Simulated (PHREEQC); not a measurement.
A solution holds 0.016 mol/kgw CdCl2 and 0.00023 mol/kgw H2SO4, at 20 °C. It is in equilibrium with CO2 at log p = -3.5 (atm). Otherwise closed; pH follows from the charge balance.

Model: ion-association model, phreeqc.dat, run in PHREEQC.

This is a speciation only: nothing precipitates in the calculation.

Task: Order these Cl species by the share of Cl that they hold, largest first: Cl-, CdCl2, CdCl+.

Result: Cl- (71 %), CdCl+ (25 %), CdCl2 (3.4 %)

Task: Order these Cd species by the share of Cd that they hold, largest first: CdCl+, CdCl2, CdSO4, Cd+2.

Result: CdCl+ (51 %), Cd+2 (45 %), CdCl2 (3.4 %), CdSO4 (0.51 %)

The pH is 3.40 and the ionic strength 0.0305 mol/kgw.
